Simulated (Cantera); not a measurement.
A Cantera script and what it prints.

```python
import numpy as np
import cantera as ct

gas_names = """
    H H2 N NH NH2 NH3 N2 N2H2 N2H4 Si SiH SiH2 SiH3 SiH4 SiN Si2 Si2N Si3
""".split()
cond_names = """
    Si(cr) Si(L) Si3N4(a)
""".split()


def load(file, names, dense=False):
    # The tables refer to 1 bar. Condensed volumes are neglected.
    table = {s.name: s for s in ct.Species.list_from_file(file)}
    out = []
    for n in names:
        d = dict(table[n].input_data)
        d["thermo"] = dict(d["thermo"], **{"reference-pressure": 1e5})
        if dense:
            d["equation-of-state"] = {"model": "constant-volume", "density": "1e6 g/cm^3"}
        out.append(ct.Species.from_dict(d))
    return out


gas = ct.Solution(thermo="ideal-gas", species=load("nasa_gas.yaml", gas_names))
cond = {s.name: ct.Solution(thermo="fixed-stoichiometry", species=[s], name=s.name)
        for s in load("nasa_condensed.yaml", cond_names, dense=True)}
atoms = {
    'Si': {'Si': 1},
    'NH3': {'N': 1, 'H': 3},
    'H2': {'H': 2},
}
top_T = {'Si3N4(a)': 2400}  # K; cautious upper limits of use, not melting points


def equilibrate(T, P, feed):
    n = {}
    for name, mol in feed.items():
        for a, k in atoms[name].items():
            n[a] = n.get(a, 0.0) + k * mol
    gas.TPX = T, P, n
    mass = sum(n.values()) * gas.mean_molecular_weight
    gas.equilibrate("TP")
    valid = [c for c in cond.values() if c.min_temp <= T <= top_T.get(c.name, c.max_temp)]
    mix = ct.Mixture([(gas, mass / gas.mean_molecular_weight)] + [(c, 0.0) for c in valid])
    mix.T, mix.P = T, P
    mix.equilibrate("TP", solver="vcs", rtol=1e-11, max_steps=5000)
    return mix


results = []
feed = {'Si': 1, 'NH3': 0.62, 'H2': 9.9}  # mol
P = 160  # Pa
for T in [1223, 1323, 1423, 1523, 1623, 1723, 1823, 1923, 2023]:
    mix = equilibrate(T, P, feed)
    results.append((T, P, feed, dict(zip(mix.species_names, mix.species_moles))))

top = {s: max(r[3][s] / sum(r[3][g] for g in gas_names) for r in results) for s in gas_names}
cols = sorted((s for s in top if top[s] > 0.0001), key=lambda s: -top[s])[:8]
seen = [c for c in cond_names if any(r[3].get(c, 0) > 1e-12 for r in results)]
print("log10 of partial pressures in bar; condensed amounts in mol")
print(f"{'T/K':>10s}" + "".join(f"{s[:9]:>10s}" for s in cols + seen))
for T, P, feed, n in results:
    ng = sum(n[g] for g in gas_names)
    print(f"{T:10.4g}" + "".join(f"{np.log10(max(n[s] / ng * P / 1e5, 1e-99)):10.3f}" for s in cols)
          + "".join(f"{n.get(c, 0):10.4g}" for c in seen))
```

Result:

```
log10 of partial pressures in bar; condensed amounts in mol
       T/K        H2         H        Si        N2       SiH       Si2      SiH2    Si(cr)     Si(L)  Si3N4(a)
      1223    -2.796    -7.920   -11.492    -7.241   -11.777   -15.445   -10.523    0.5356         0    0.1548
      1323    -2.796    -7.198   -10.052    -6.044   -10.585   -13.570    -9.744    0.5442         0    0.1519
      1423    -2.799    -6.577    -8.816    -5.019    -9.564   -11.961    -9.077    0.6328         0    0.1224
      1523    -2.808    -6.040    -7.744    -4.352    -8.682   -10.567    -8.506    0.9998         0         0
      1623    -2.809    -5.565    -6.806    -4.352    -7.908    -9.348    -7.998    0.9987         0         0
      1723    -2.810    -5.144    -6.007    -4.353    -7.255    -8.332    -7.581         0    0.9924         0
      1823    -2.814    -4.770    -5.355    -4.355    -6.733    -7.544    -7.269         0    0.9664         0
      1923    -2.823    -4.438    -4.770    -4.362    -6.269    -6.839    -6.995         0    0.8709         0
      2023    -2.846    -4.144    -4.245    -4.379    -5.859    -6.206    -6.763         0     0.553         0
```

Method: chemical equilibrium by Gibbs-energy minimisation in Cantera with the NASA 1993 tables (ideal gas, pure condensed phases). Mutual solubility and eutectic melting of coexisting phases are not modelled. The tables' values for SiN are old estimates; treat these amounts as uncertain. Gases not in the tables: Si2H6 and higher silanes.
